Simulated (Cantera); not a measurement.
# Low-pressure radical oxidation in H2/O2

An isothermal, constant-pressure homogeneous reactor starts with 3.75 % H2, 96.2 % O2, at 1050 K and 0.0133 bar.

Detailed kinetics in Cantera: the H2/O2 subset of GRI-Mech 3.0, which has no nitrogen chemistry. Radical loss at walls, strong at low pressure, is not modelled. The temperature is held fixed by assumption; the heat of reaction is taken as removed at once.

| t (s) | x H2 | x O2 | x O | x OH | x H2O2 |
|---|---|---|---|---|---|
| 0.000200 | 0.0375 | 0.962 | 1.69e-10 | 1.24e-10 | <1e-12 |
| 0.000535 | 0.0375 | 0.962 | 1.15e-9 | 6.75e-10 | <1e-12 |
| 0.00143 | 0.0375 | 0.962 | 2.60e-8 | 1.39e-8 | <1e-12 |
| 0.00382 | 0.0374 | 0.962 | 5.12e-5 | 2.73e-5 | 1.78e-10 |
| 0.0102 | 0.000843 | 0.940 | 0.0187 | 0.00179 | 9.54e-8 |
| 0.0273 | 0.000297 | 0.950 | 0.0107 | 0.00109 | 7.09e-8 |
| 0.0731 | 9.03e-5 | 0.958 | 0.00330 | 0.000594 | 6.94e-8 |
| 0.196 | 1.66e-5 | 0.961 | 0.000623 | 0.000255 | 5.57e-8 |
| 0.523 | 2.54e-6 | 0.962 | 9.98e-5 | 0.000102 | 3.30e-8 |
| 1.40 | 4.26e-7 | 0.962 | 1.75e-5 | 4.31e-5 | 1.50e-8 |
| 3.74 | 8.71e-8 | 0.962 | 3.74e-6 | 2.00e-5 | 5.88e-9 |
| 10.0 | 2.17e-8 | 0.962 | 9.62e-7 | 1.01e-5 | 2.19e-9 |
x: mole fraction; the columns are a selection and need not sum to one.

Equilibrium at this temperature and pressure: H2 1.23e-10, O2 0.962, O 5.72e-9, OH 7.79e-7, H2O2 2.25e-11 (gas phase only).
